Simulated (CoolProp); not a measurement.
Propylene glycol at 436.45 K and 0.00642 MPa is compressed adiabatically to 0.0398 MPa with isentropic efficiency 0.75. Each further row changes one setting.

Values from CoolProp's reference Helmholtz-energy equation of state, Eisenbach 2021.

| case | work (kJ/kg) | final temperature (K) | final density (kg/m³) |
|---|---|---|---|
| as stated | 121 | 487.0 | 0.753 |
| efficiency 1 | 90.5 | 474.9 | 0.772 |
| efficiency 0.65 | 139 | 494.2 | 0.741 |
